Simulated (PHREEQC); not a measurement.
Consider water at 20 °C with 0.0081 mol/kgw HF, 0.061 mol/kgw (CH3)4NF, 0.00023 mol/kgw (NH4)2SiF6 and 0.0025 mol/kgw HCl. Closed to the air; pH follows from the charge balance.

All values are PHREEQC results (ion-association model, wateq4f.dat), not measurements.

Question: The ionic strength comes out as 0.0619 mol/kgw. What activity coefficients do F-, NH4+, Cl-, HF2-, SiF6-2 get?

Answer: F- 0.80, NH4+ 0.81, Cl- 0.80, HF2- 0.80, SiF6-2 0.44.

No solid was allowed to form. Species that the database lacks are ignored. (CH3)4N+ isn't in the database: it is added as a free cation with an ion size of 4 Å. SiF6-2 is the database's only silicon fluoride.
